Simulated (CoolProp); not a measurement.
Vapour-liquid equilibrium of ethanol (1) + hexamethyldisiloxane (MM) (2) at 1.51 MPa; x and y are mole fractions of (1).

Values from CoolProp's multi-fluid Helmholtz-energy mixture model, Schroeder 2014 and Thol 2016; pair parameters Bell 2016.

Problem. Give the bubble temperature and the first vapour's composition at x = 0.25, 0.35, 0.75. Is there an azeotrope?

Solution. x = 0.25: 193.2 °C, y = 0.467; x = 0.35: 186.0 °C, y = 0.564; x = 0.75: 171.9 °C, y = 0.823. No azeotrope shows between x = 0.05 and 0.95.

Pair parameters are fitted to limited data, so mixtures are less certain than the pure fluids.
